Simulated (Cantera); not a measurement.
What does this Cantera script print?

```python
import numpy as np
import cantera as ct

gas_names = [...]  # 113 gases of nasa_gas.yaml made of C, H, O, Ti
cond_names = """
    C(gr) C6H6(L) C7H8(L) C8H18(L),n-octa H2O(s) H2O(L) Ti(a) Ti(b) Ti(L) TiC(s) TiC(L) TiO(a) TiO(b)
    TiO(L) TiO2(ru) TiO2(L) Ti2O3(a) Ti2O3(b) Ti2O3(L) Ti3O5(a) Ti3O5(b) Ti3O5(L) Ti4O7(s) Ti4O7(L)
""".split()


# ... load() reads the species with a 1 bar reference pressure and builds the phases ...
atoms = {
    'Ti(OiPr)4': {'Ti': 1, 'C': 12, 'H': 28, 'O': 4},
    'CH4': {'C': 1, 'H': 4},
    'H2': {'H': 2},
    'H2O': {'H': 2, 'O': 1},
}
top_T = {'C(gr)': 4500}  # K; cautious upper limits of use, not melting points


# ... equilibrate(T, P, feed) seeds the gas with the atoms and calls Mixture.equilibrate('TP', solver="vcs", rtol=1e-11, max_steps=5000) ...
results = []
feed = {'Ti(OiPr)4': 1, 'CH4': 7.4, 'H2': 1.4, 'H2O': 1.1}  # mol
P = 76000  # Pa
for T in [1273, 1423, 1573, 1723, 1873, 2023, 2173]:
    mix = equilibrate(T, P, feed)
    results.append((T, P, feed, dict(zip(mix.species_names, mix.species_moles))))

top = {s: max(r[3][s] / sum(r[3][g] for g in gas_names) for r in results) for s in gas_names}
cols = sorted((s for s in top if top[s] > 0.001), key=lambda s: -top[s])[:9]
seen = [c for c in cond_names if any(r[3].get(c, 0) > 1e-12 for r in results)]
print("log10 of partial pressures in bar; condensed amounts in mol")
print(f"{'T/K':>10s}" + "".join(f"{s[:9]:>10s}" for s in cols + seen))
for T, P, feed, n in results:
    ng = sum(n[g] for g in gas_names)
    print(f"{T:10.4g}" + "".join(f"{np.log10(max(n[s] / ng * P / 1e5, 1e-99)):10.3f}" for s in cols)
          + "".join(f"{n.get(c, 0):10.4g}" for c in seen))
```

Output:

```
log10 of partial pressures in bar; condensed amounts in mol
       T/K        H2        CO       CH4         H C2H2,acet     C(gr)    TiC(s)  Ti3O5(b)  Ti4O7(s)
      1273    -0.166    -1.135    -2.360    -6.230    -6.596     15.88         0         0      0.25
      1423    -0.171    -1.077    -2.761    -5.263    -5.635     15.19    0.2647    0.2451         0
      1573    -0.185    -0.973    -3.107    -4.484    -4.870     13.26         1         0         0
      1723    -0.185    -0.973    -3.368    -3.832    -4.229     13.28         1         0         0
      1873    -0.185    -0.973    -3.586    -3.283    -3.691     13.27         1         0         0
      2023    -0.186    -0.973    -3.771    -2.815    -3.235     13.24         1         0         0
      2173    -0.188    -0.974    -3.931    -2.411    -2.844     13.16         1         0         0
```

Method: chemical equilibrium by Gibbs-energy minimisation in Cantera with the NASA 1993 tables (ideal gas, pure condensed phases). The feed counts by its element totals alone. Mutual solubility and eutectic melting of coexisting phases are not modelled. TiC: taken at fixed stoichiometry. Condensed phases not in the tables: Magnéli phases beyond Ti4O7.
